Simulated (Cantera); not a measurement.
# Adiabatic ignition

An adiabatic, constant-volume homogeneous reactor starts with CH4 : CO : O2 : N2 : H2O = 1 : 0.44 : 3.17 : 11.9 : 4.2 (molar parts), equivalence ratio 0.70, at 1398 K and 1000000 Pa.

Computed with Cantera and GRI-Mech 3.0 (53 species, 325 reactions).

```tsv
t (s)	T (K)	P (bar)	x CH4	x CO	x O2	x O	x NO2	x N2O
4.00e-6	1398	10.00	0.0483	0.0212	0.153	3.27e-9	<1e-12	1.44e-12
8.85e-6	1398	10.00	0.0483	0.0212	0.153	4.66e-9	<1e-12	5.00e-12
1.96e-5	1398	10.0	0.0483	0.0212	0.153	8.56e-9	<1e-12	1.82e-11
4.34e-5	1398	10.0	0.0483	0.0212	0.153	1.95e-8	<1e-12	6.95e-11
9.60e-5	1399	10.0	0.0482	0.0212	0.153	3.93e-8	<1e-12	2.89e-10
0.000213	1401	10.0	0.0477	0.0212	0.153	6.92e-8	<1e-12	1.23e-9
0.000470	1427	10.2	0.0445	0.0216	0.150	4.06e-7	<1e-12	9.02e-9
0.00104	2598	18.5	<1e-12	0.00436	0.0450	0.00114	4.77e-6	1.99e-6
0.00230	2589	18.5	<1e-12	0.00430	0.0428	0.00107	1.21e-5	2.02e-6
0.00510	2585	18.4	<1e-12	0.00427	0.0417	0.00104	1.54e-5	2.05e-6
0.0113	2584	18.4	<1e-12	0.00427	0.0416	0.00103	1.57e-5	2.05e-6
0.0250	2584	18.4	<1e-12	0.00427	0.0416	0.00103	1.57e-5	2.05e-6
0.0553	2584	18.4	<1e-12	0.00427	0.0416	0.00103	1.57e-5	2.05e-6
0.122	2584	18.4	<1e-12	0.00427	0.0416	0.00103	1.57e-5	2.05e-6
0.271	2584	18.4	<1e-12	0.00427	0.0416	0.00103	1.57e-5	2.05e-6
0.600	2584	18.4	<1e-12	0.00427	0.0416	0.00103	1.57e-5	2.05e-6
```
x: mole fraction; the columns are a selection and need not sum to one.

```json
{
 "time_of_steepest_temperature_rise": "0.589 ms",
 "temperature at 0.600 s": "2584 K",
 "equilibrium_temperature": "2584 K",
 "x(CH4) at 0.600 s": "<1e-12 (gas-phase equilibrium <1e-12)",
 "x(CO) at 0.600 s": "0.00427 (gas-phase equilibrium 0.00427)",
 "x(O2) at 0.600 s": "0.0416 (gas-phase equilibrium 0.0416)"
}
```
